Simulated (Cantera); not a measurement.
Charge: 1 mol MgO, 0.043 mol N2, held at 690000 Pa.

Cantera equilibrium calculation (NASA polynomials, part measured and part estimated; ideal gas, pure solids and liquids). Candidate condensed phases: Mg, MgO; 13 gas species. Equilibrium is a limit: real reactors are often held back by kinetics, nucleation or transport.

x: gas mole fraction; n: condensed amount in mol.

| T (K) | x N2 | x Mg | x NO | x O | x O2 | x MgO | n MgO(s) |
|---|---|---|---|---|---|---|---|
| 1898 | 1.000 | 5.72e-7 | 5.64e-7 | 4.50e-9 | 1.62e-9 | 3.61e-10 | 1.00 |
| 2048 | 1.000 | 3.86e-6 | 3.74e-6 | 6.37e-8 | 3.04e-8 | 7.52e-9 | 1.00 |
| 2198 | 1.000 | 2.02e-5 | 1.88e-5 | 6.19e-7 | 3.71e-7 | 1.03e-7 | 1.000 |
| 2348 | 1.000 | [?] | [?] | [?] | [?] | [?] | 1.000 |
| 2498 | 0.999 | 0.000315 | 0.000251 | 2.44e-5 | 1.99e-5 | 7.37e-6 | 1.000 |
| 2648 | 0.998 | [?] | [?] | [?] | [?] | [?] | 1.000 |
| 2798 | 0.994 | 0.00291 | 0.00175 | 0.000399 | 0.000379 | 0.000206 | 1.000 |

Question: Complete the blanks.

Answer: 
- 2348, x Mg: 8.64e-5
- 2348, x NO: 7.56e-5
- 2348, x O: 4.42e-6
- 2348, x O2: 3.16e-6
- 2348, x MgO: 1.00e-6
- 2648, x Mg: 0.00101
- 2648, x NO: 0.000710
- 2648, x O: 0.000108
- 2648, x O2: 9.67e-5
- 2648, x MgO: 4.30e-5
